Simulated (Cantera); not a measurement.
Charge: 1 mol Si2Cl6, 34 mol H2, at 450 Torr.

Equilibrium computed with Cantera from the NASA thermochemical tables; the gas is ideal and each condensed phase is pure. Candidate condensed phases: Si; 19 gas species. The feed counts by its element totals alone. The numbers say what is thermodynamically allowed, not how fast it happens.

Task: What share of the Si ends up in condensed phases as a function of T (°C), at 650, 725, 800, 875, 950, 1025, 1100, 1175?

Result: 
```csv
T (°C),Si condensed (%),as
650,17.5,Si(s)
725,19.7,Si(s)
800,22.8,Si(s)
875,26.8,Si(s)
950,31.0,Si(s)
1025,34.5,Si(s)
1100,36.4,Si(s)
1175,36.8,Si(s)
```
